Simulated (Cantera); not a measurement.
# Thermodynamics of silicon nitride deposition, feed SiCl4 + NH3 + N2

Charge: 1 mol SiCl4, 2.3 mol NH3, 9.5 mol N2, at 1425 °C and 0.000830 bar.

Equilibrium computed with Cantera from the NASA thermochemical tables; the gas is ideal and each condensed phase is pure. Candidate condensed phases: NH4Cl, Si, Si3N4; 28 gas species. The tables' values for SiCl3, SiCl are old estimates; treat these amounts as uncertain. Kinetics and transport are ignored.

```yaml
x(N2): 0.660
x(H2): 0.152
x(HCl): 0.123
x(SiCl2): 0.0612
x(H): 0.00195
x(Cl): 0.00123
x(SiCl3): 0.000452
x(SiCl): 0.000202
x(Si): 0.000135
gas_amount: 16.13 mol
log10 activity of Si(l) (absent): -0.77
```
